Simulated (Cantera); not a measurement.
An adiabatic, constant-volume homogeneous reactor starts with 2.52 % CH4, 10.7 % O2, 86.8 % N2, equivalence ratio 0.47, at 1575 K and 330000 Pa.

Computed with Cantera and GRI-Mech 3.0 (53 species, 325 reactions).

**Question.** Predict: time of steepest temperature rise; temperature at 0.900 s; equilibrium temperature; x(O2) at 0.900 s; x(NO) at 0.900 s; x(N2O) at 0.900 s.

**Answer.** 
```json
{
 "time_of_steepest_temperature_rise": "0.319 ms",
 "temperature at 0.900 s": "2235 K",
 "equilibrium_temperature": "2235 K",
 "x(O2) at 0.900 s": "0.0528 (gas-phase equilibrium 0.0528)",
 "x(NO) at 0.900 s": "0.00719 (gas-phase equilibrium 0.00719)",
 "x(N2O) at 0.900 s": "9.05e-7 (gas-phase equilibrium 9.05e-7)"
}
```
